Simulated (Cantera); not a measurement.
An isothermal, constant-pressure homogeneous reactor starts with 11.5 % H₂, 88.5 % O₂, at 1025 K and 0.0132 atm.

Computed with Cantera and the H2/O2 subset of GRI-Mech 3.0, which has no nitrogen chemistry. Radical loss at walls, strong at low pressure, is not modelled. The temperature is held fixed by assumption; the heat of reaction is taken as removed at once.

x: mole fraction; the columns are a selection and need not sum to one.

| t (s) | x H₂ | x O₂ | x OH | x H₂O₂ | x H | x H₂O | x HO₂ |
|---|---|---|---|---|---|---|---|
| 0.000700 | 0.115 | 0.885 | … | <1e-12 | 7.05e-9 | 1.17e-8 | 1.46e-9 |
| 0.00203 | 0.115 | 0.885 | … | 4.83e-11 | 7.92e-6 | 1.48e-5 | 1.40e-7 |
| 0.00591 | 0.00529 | 0.832 | … | 2.26e-7 | 0.0323 | 0.0932 | 1.05e-5 |
| 0.0172 | 0.00138 | 0.864 | … | 2.38e-7 | 0.00558 | 0.116 | 9.78e-6 |
| 0.0499 | 0.000178 | 0.876 | … | 2.21e-7 | 0.000234 | 0.121 | 5.16e-6 |
| 0.145 | 1.76e-5 | 0.878 | … | 1.27e-7 | 7.63e-6 | 0.122 | 1.40e-6 |
| 0.421 | 2.17e-6 | 0.878 | … | 5.41e-8 | 3.89e-7 | 0.122 | 2.89e-7 |
| 1.22 | 3.72e-7 | 0.878 | … | 2.14e-8 | 3.27e-8 | 0.122 | 6.54e-8 |
| 3.55 | 8.41e-8 | 0.878 | … | 8.36e-9 | 3.92e-9 | 0.122 | 1.73e-8 |
| 10.3 | 2.25e-8 | 0.878 | … | 3.20e-9 | 5.81e-10 | 0.122 | 5.19e-9 |
| 30.0 | 6.68e-9 | 0.878 | … | 1.19e-9 | 9.73e-11 | 0.122 | 1.84e-9 |

Q: What belongs in the gaps?

A: 
- 0.000700, x OH: 2.70e-9
- 0.00203, x OH: 3.06e-6
- 0.00591, x OH: 0.00400
- 0.0172, x OH: 0.00201
- 0.0499, x OH: 0.000660
- 0.145, x OH: 0.000209
- 0.421, x OH: 7.80e-5
- 1.22, x OH: 3.42e-5
- 3.55, x OH: 1.69e-5
- 10.3, x OH: 8.92e-6
- 30.0, x OH: 4.91e-6
